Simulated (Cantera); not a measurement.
An adiabatic, constant-pressure homogeneous reactor starts with CO : H2 : O2 : N2 = 1 : 0.41 : 1.08 : 4.08 (molar parts), equivalence ratio 0.65, at 1275 K and 4.93 atm. Integrator tolerance rtol = 1e-08.

Computed with Cantera and GRI-Mech 3.0 (53 species, 325 reactions). The hydrogen kinetics of GRI-Mech 3.0 are dated; newer H2 mechanisms differ, most at raised pressure.

### Question
What does this change do: 0.099 parts H2O added?

### Answer
| quantity | before | after |
|---|---|---|
| time of steepest temperature rise | 12.7 µs | 13.9 µs |
| temperature at 2.00 s | 2636 K | 2617 K |
| equilibrium temperature | 2636 K | 2617 K |
| x(CO) at 2.00 s | 0.0195 (gas-phase equilibrium 0.0195) | 0.0178 (gas-phase equilibrium 0.0178) |
| x(H2) at 2.00 s | 0.00126 (gas-phase equilibrium 0.00126) | 0.00145 (gas-phase equilibrium 0.00145) |
| x(O2) at 2.00 s | 0.0625 (gas-phase equilibrium 0.0625) | 0.0612 (gas-phase equilibrium 0.0612) |
| x(H2O2) at 2.00 s | 3.28e-7 (gas-phase equilibrium 3.28e-7) | 3.86e-7 (gas-phase equilibrium 3.86e-7) |
| x(CO2) at 2.00 s | 0.149 (gas-phase equilibrium 0.149) | 0.148 (gas-phase equilibrium 0.148) |
| x(N2O) at 2.00 s | 1.69e-6 (gas-phase equilibrium 1.69e-6) | 1.60e-6 (gas-phase equilibrium 1.60e-6) |
| x(OH) at 2.00 s | 0.00850 (gas-phase equilibrium 0.00850) | 0.00891 (gas-phase equilibrium 0.00891) |
